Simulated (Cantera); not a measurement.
A perfectly stirred reactor is fed with CH3OH : O2 : N2 = 0.0025 : 0.0033 : 1 (molar parts), at 10.0 bar; it is held at 1175 K, and followed from long to short residence time.

Detailed kinetics in Cantera: GRI-Mech 3.0 (53 species, 325 reactions). GRI-Mech 3.0 was tuned for natural gas; its chemistry of methanol as a main component is partial and can be far from experiment.

Problem. What does this change do: O2 0.0033 to 0.0008 parts?

Solution. 
| quantity | before | after |
|---|---|---|
| x(CH3OH) at τ = 6.70 s | 5.24e-7 | 1.03e-6 |
| x(O2) at τ = 6.70 s | 1.21e-5 | 5.08e-6 |
| x(C2H4) at τ = 6.70 s | 1.04e-10 | 4.06e-9 |
| x(H2O) at τ = 6.70 s | 0.00447 | 0.00121 |
| x(CO2) at τ = 6.70 s | 0.00205 | 0.000366 |
| x(CH3OH) at τ = 54.0 ms | 7.95e-5 | 0.000139 |
| x(O2) at τ = 54.0 ms | 0.00110 | 0.000207 |
| x(C2H4) at τ = 54.0 ms | 8.45e-12 | 2.86e-10 |
| x(H2O) at τ = 54.0 ms | 0.00363 | 0.000985 |
| x(CO2) at τ = 54.0 ms | 0.000713 | 0.000186 |

Problem. What does this change do: temperature 1175 to 1548 K?

Solution. 
```json
[
 {"quantity": "x(CH3OH) at τ = 6.70 s", "before": "5.24e-7", "after": "4.69e-8"},
 {"quantity": "x(O2) at τ = 6.70 s", "before": "1.21e-5", "after": "2.12e-6"},
 {"quantity": "x(C2H4) at τ = 6.70 s", "before": "1.04e-10", "after": "1.38e-11"},
 {"quantity": "x(H2O) at τ = 6.70 s", "before": "0.00447", "after": "0.00456"},
 {"quantity": "x(CO2) at τ = 6.70 s", "before": "0.00205", "after": "0.00199"},
 {"quantity": "x(CH3OH) at τ = 54.0 ms", "before": "7.95e-5", "after": "5.69e-7"},
 {"quantity": "x(O2) at τ = 54.0 ms", "before": "0.00110", "after": "3.06e-5"},
 {"quantity": "x(C2H4) at τ = 54.0 ms", "before": "8.45e-12", "after": "8.46e-12"},
 {"quantity": "x(H2O) at τ = 54.0 ms", "before": "0.00363", "after": "0.00454"},
 {"quantity": "x(CO2) at τ = 54.0 ms", "before": "0.000713", "after": "0.00193"}
]
```
